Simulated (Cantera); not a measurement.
**Adiabatic ignition**

An adiabatic, constant-volume homogeneous reactor starts with 15.4 % CH₃OH, 16.5 % O₂, 62.0 % N₂, 6.00 % H₂O, 0.154 % CO₂, at 1575 K and 0.257 atm.

Detailed kinetics in Cantera: GRI-Mech 3.0 (53 species, 325 reactions). GRI-Mech 3.0 was tuned for natural gas; its chemistry of methanol as a main component is partial and can be far from experiment.

| t (s) | T (K) | P (bar) | x CH₃OH | x O₂ | x H₂O | x H₂ | x C₂H₆ | x CH₂ |
|---|---|---|---|---|---|---|---|---|
| 2.00e-6 | 1575 | 0.260 | 0.154 | 0.165 | 0.0600 | 7.10e-6 | 4.40e-11 | 3.93e-7 |
| 7.29e-6 | 1575 | 0.260 | 0.154 | 0.165 | 0.0600 | 3.81e-5 | 1.85e-9 | 3.94e-7 |
| 2.65e-5 | 1575 | 0.260 | 0.153 | 0.164 | 0.0602 | 0.000180 | 4.99e-8 | 3.93e-7 |
| 9.67e-5 | 1578 | 0.261 | 0.150 | 0.162 | 0.0615 | 0.00147 | 2.82e-7 | 4.03e-7 |
| 0.000352 | 2435 | 0.490 | <1e-12 | 0.0163 | 0.204 | 0.0626 | <1e-12 | <1e-12 |
| 0.00128 | 2756 | 0.543 | <1e-12 | 0.0101 | 0.227 | 0.0573 | <1e-12 | <1e-12 |
| 0.00468 | 2752 | 0.541 | <1e-12 | 0.00928 | 0.227 | 0.0581 | <1e-12 | <1e-12 |
| 0.0170 | 2750 | 0.541 | <1e-12 | 0.00911 | 0.227 | 0.0583 | <1e-12 | <1e-12 |
| 0.0620 | 2750 | 0.541 | <1e-12 | 0.00911 | 0.227 | 0.0583 | <1e-12 | <1e-12 |
| 0.226 | 2750 | 0.541 | <1e-12 | 0.00911 | 0.227 | 0.0583 | <1e-12 | <1e-12 |
| 0.823 | 2750 | 0.541 | <1e-12 | 0.00911 | 0.227 | 0.0583 | <1e-12 | <1e-12 |
| 3.00 | 2750 | 0.541 | <1e-12 | 0.00911 | 0.227 | 0.0583 | <1e-12 | <1e-12 |
x: mole fraction; the columns are a selection and need not sum to one.

| Property | Value |
|---|---|
| time of steepest temperature rise | 0.275 ms |
| temperature at 3.00 s | 2750 K |
| equilibrium temperature | 2750 K |
| x(CH₃OH) at 3.00 s | <1e-12 (gas-phase equilibrium <1e-12) |
| x(O₂) at 3.00 s | 0.00911 (gas-phase equilibrium 0.00911) |
| x(H₂O) at 3.00 s | 0.227 (gas-phase equilibrium 0.227) |
